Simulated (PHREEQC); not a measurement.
A solution holds 0.0012 mol/kgw Cu(BF4)2, 0.0012 mol/kgw HCl and 0.021 mol/kgw Na2SO4, at 25 °C. Closed to the air; pH follows from the charge balance.

Model: ion-association model, phreeqc.dat, run in PHREEQC.

```
Property                       Value
--------------------  --------------
pH                              2.99
ionic strength        0.0617 mol/kgw
specific conductance      4530 µS/cm
density                  1.000 g/cm³
total alkalinity        -8.40 meq/kg
```

| species | molality | activity | log γ |
|---|---|---|---|
| Na+ | 0.0404 | 0.0328 | -0.090 |
| SO4-2 | 0.0180 | 0.00780 | -0.362 |
| HF | 0.00224 | 0.00227 | 0.006 |
| F- | 0.00186 | 0.00148 | -0.099 |
| NaSO4- | 0.00157 | 0.00128 | -0.088 |
| H+ | 0.00121 | 0.00102 | -0.073 |
| Cl- | 0.00120 | 0.000960 | -0.097 |
| BF4- | 0.00116 | 0.000939 | -0.092 |
| HSO4- | 0.000961 | 0.000777 | -0.092 |
| H3BO3 | 0.000938 | 0.000952 | 0.006 |

No solid was allowed to form. Real BF4- forms and hydrolyses slowly; the run takes it at equilibrium.
